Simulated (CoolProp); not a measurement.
A Linde-Hampson liquefier for ethane: isothermal reversible compression at 320 K from 1 atm to 25 MPa, throttling to 1 atm, return gas leaving the recuperator 10 K below the feed. Each further row changes one setting.

Values from CoolProp's reference Helmholtz-energy equation of state, Bücker 2006.

```csv
case,liquid yield per pass,compression work (kJ/kg of gas)
as stated,0.453,378
high pressure 50 MPa,0.436,436
warm-end temperature 350 K,0.374,443
warm-end gap 15 K,0.446,378
```
